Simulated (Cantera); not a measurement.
An adiabatic, constant-pressure homogeneous reactor starts with CH4 : H2 : O2 : N2 = 1 : 0.032 : 1.83 : 6.89 (molar parts), equivalence ratio 1.1, at 1075 K and 4.93 atm.

Computed with Cantera and GRI-Mech 3.0 (53 species, 325 reactions).

Q: Predict: time of steepest temperature rise; temperature at 0.200 s; equilibrium temperature; x(H2) at 0.200 s; x(O2) at 0.200 s; x(CH2O) at 0.200 s; x(HCO) at 0.200 s.

A: 
```json
{
  "time_of_steepest_temperature_rise": "27.8 ms",
  "temperature at 0.200 s": "2672 K",
  "equilibrium_temperature": "2672 K",
  "x(H2) at 0.200 s": "0.0161 (gas-phase equilibrium 0.0161)",
  "x(O2) at 0.200 s": "0.00427 (gas-phase equilibrium 0.00427)",
  "x(CH2O) at 0.200 s": "1.20e-9 (gas-phase equilibrium 1.20e-9)",
  "x(HCO) at 0.200 s": "6.04e-8 (gas-phase equilibrium 6.04e-8)"
}
```
